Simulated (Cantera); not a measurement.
Input: 1 mol SiHCl₃, 0.018 mol HCl, 110 mol N₂, equilibrated at 975 K and 1.33 mbar.

These are equilibrium values from Cantera (NASA tables, ideal gas, pure condensed phases), not measurements of a reactor. Candidate condensed phases: NH₄Cl, Si, Si₃N₄; 28 gas species. N₂ is the only nitrogen source here; it is nearly inert below about 1500 K, so the nitride shown seldom forms there in practice. The tables' values for SiCl₃ are old estimates; treat these amounts as uncertain. Rates play no part.

Base state: N₂ 0.986, HCl 0.00872, SiCl₄ 0.00459, H₂ 0.000216, SiCl₃ 1.52e-5 (mole fractions); condensed: Si₃N₄(s).

**Question.** What changes in the equilibrium state with this change: N₂ from 110 to 9.9 mol?

**Answer.** 
```json
[
 {"species": "N₂", "before": "0.986", "after": "0.866"},
 {"species": "HCl", "before": "0.00872", "after": "0.0801"},
 {"species": "SiCl₄", "before": "0.00459", "after": "0.0480"},
 {"species": "SiHCl₃", "before": "6.50e-7", "after": "2.02e-5"},
 {"species": "H₂", "before": "0.000216", "after": "0.00589"},
 {"species": "SiCl₃", "before": "1.52e-5", "after": "9.01e-5"},
 {"species": "Si₃N₄(s), mol", "before": "0.162", "after": "0.156"}
]
```
